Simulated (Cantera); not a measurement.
Charge: 1 mol PbO, 29 mol N₂, at 1098 K and 750 Torr.

Cantera equilibrium calculation (NASA polynomials, part measured and part estimated; ideal gas, pure solids and liquids). Candidate condensed phases: Pb, PbO, PbO₂, Pb₃O₄; 12 gas species. Rates play no part.

Base state: N₂ 1.000 (mole fractions); condensed: PbO(yellow).

What changes in the equilibrium state with this change: PbO replaced by Fe(CO)₅?


```tsv
species	before	after
N₂	1.000	0.855
CO	0	0.144
CO₂	0	0.00188
PbO(yellow), mol	1.000	0
C(graphite), mol	0	0.0639
Fe(α), mol	0	1.00
```
Condensed phases not in the tables: cementite and carbon dissolved in iron. Further candidate phases: C, Fe, Fe(CO)₅, FeO, Fe₂O₃, Fe₃O₄.
